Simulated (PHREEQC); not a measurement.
A PHREEQC input (ion-association model, wateq4f.dat):

```
SOLUTION 1
  temp 70
  units mg/L
  pH 6.03 charge
  pe 9.3
  Na 0.00658
  K 0.00499
  Ca 0.113
  Mg 0.0465
  Cl 0.0477
  S(6) 0.392 as SO4
  Alkalinity 0.0332 as HCO3
  Sr 9.99e-05
END
USE solution 1
EQUILIBRIUM_PHASES 1
  Gypsum 0 0
  Quartz 0 0.5
  CO2(g) -2 10
END
```

It stops with these messages:

```
ERROR: pH adustment cannot attain charge balance when alkalinity is fixed.
ERROR: Program terminating due to input errors.
```

The fault: pH asked from the charge balance while alkalinity is fixed. The line should read `pH 6.03` where the input has `pH 6.03 charge`. With the mend the run ends at pH 5.09 and ionic strength 2.69e-5 mol/kgw.
